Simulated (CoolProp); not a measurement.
500 sccm (0 °C, 1 atm) of nitrogen bubbles through liquid m-xylene at 281.7 K and leaves saturated at a total pressure of 0.007 MPa (ideal gas phase). Each further row changes one setting.

Model: reference Helmholtz-energy equation of state, Zhou 2012, in CoolProp.

| case | vapour pressure (kPa) | mole fraction of vapour | delivery (mg/min) | delivery (sccm) | change of delivery for a bath 1 K warmer (%) |
|---|---|---|---|---|---|
| as stated | 0.404 | [?] | 145 | 30.6 | 7.3 |
| bath temperature 286.7 K | 0.558 | 0.0797 | 205 | 43.3 | [?] |
| total pressure 0.014 MPa | 0.404 | 0.0288 | [?] | 14.8 | [?] |

Problem. Fill in the missing entries.

Solution. 
- as stated, mole fraction of vapour: 0.0577
- bath temperature 286.7 K, change of delivery for a bath 1 K warmer (%): 7.1
- total pressure 0.014 MPa, delivery (mg/min): 70.3
- total pressure 0.014 MPa, change of delivery for a bath 1 K warmer (%): 7.0
